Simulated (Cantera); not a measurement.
What does this Cantera script print?

```python
import numpy as np
import cantera as ct

gas_names = """
    AL ALCL ALCL2 ALCL3 ALH ALO ALOCL ALOH ALO2 ALO2H AL2 AL2CL6 AL2O AL2O2 CL CLO CL2 H HALO HCL HOCL
    HO2 H2 H2O H2O2 O OH O2 O3
""".split()
cond_names = """
    AL(cr) AL(L) ALCL3(s) ALCL3(L) AL2O3(a) AL2O3(L) H2O(s) H2O(L)
""".split()


# ... load() reads the species with a 1 bar reference pressure and builds the phases ...
atoms = {
    'Al2O3': {'AL': 2, 'O': 3},
    'HCl': {'H': 1, 'CL': 1},
    'O2': {'O': 2},
}
top_T = {}  # K; cautious upper limits of use, not melting points


# ... equilibrate(T, P, feed) seeds the gas with the atoms and calls Mixture.equilibrate('TP', solver="vcs", rtol=1e-11, max_steps=5000) ...
results = []
T = 798.15  # K
P = 1500  # Pa
for m in [0.13, 0.18, 0.26, 0.36, 0.5, 0.69, 0.97]:
    feed = {'Al2O3': 1, 'HCl': 0.018, 'O2': m}  # mol
    mix = equilibrate(T, P, feed)
    results.append((T, P, feed, dict(zip(mix.species_names, mix.species_moles))))
    x = sorted(zip(gas.X, gas.species_names), reverse=True)
    print(f"T = {T:g} K  P = {P:g} Pa  n(O2) = {m:g} mol  gas = {mix.phase_moles(0):.4g} mol")
    print("   x: " + "  ".join(f"{s} {v:.3e}" for v, s in x if v > 1e-05))
    print("   condensed (mol): " + ("  ".join(f"{mix.phase(i).name} {mix.phase_moles(i):.4g}"
          for i in range(1, mix.n_phases) if mix.phase_moles(i) > 1e-12) or "none"))
```

Output:

```
T = 798.15 K  P = 1500 Pa  n(O2) = 0.13 mol  gas = 0.1458 mol
   x: O2 8.765e-01  HCL 6.284e-02  H2O 3.031e-02  CL2 3.030e-02  CL 1.273e-05
   condensed (mol): AL2O3(a) 1
T = 798.15 K  P = 1500 Pa  n(O2) = 0.18 mol  gas = 0.1958 mol
   x: O2 9.081e-01  HCL 4.659e-02  H2O 2.267e-02  CL2 2.267e-02  CL 1.101e-05
   condensed (mol): AL2O3(a) 1
T = 798.15 K  P = 1500 Pa  n(O2) = 0.26 mol  gas = 0.2758 mol
   x: O2 9.347e-01  HCL 3.296e-02  H2O 1.616e-02  CL2 1.615e-02
   condensed (mol): AL2O3(a) 1
T = 798.15 K  P = 1500 Pa  n(O2) = 0.36 mol  gas = 0.3758 mol
   x: O2 9.521e-01  HCL 2.413e-02  H2O 1.188e-02  CL2 1.188e-02
   condensed (mol): AL2O3(a) 1
T = 798.15 K  P = 1500 Pa  n(O2) = 0.5 mol  gas = 0.5158 mol
   x: O2 9.651e-01  HCL 1.755e-02  H2O 8.673e-03  CL2 8.670e-03
   condensed (mol): AL2O3(a) 1
T = 798.15 K  P = 1500 Pa  n(O2) = 0.69 mol  gas = 0.7058 mol
   x: O2 9.745e-01  HCL 1.281e-02  H2O 6.346e-03  CL2 6.343e-03
   condensed (mol): AL2O3(a) 1
T = 798.15 K  P = 1500 Pa  n(O2) = 0.97 mol  gas = 0.9858 mol
   x: O2 9.817e-01  HCL 9.164e-03  H2O 4.548e-03  CL2 4.545e-03
   condensed (mol): AL2O3(a) 1
```

Cantera equilibrium calculation (NASA polynomials, part measured and part estimated; ideal gas, pure solids and liquids). Condensed phases not in the tables: AlOCl.
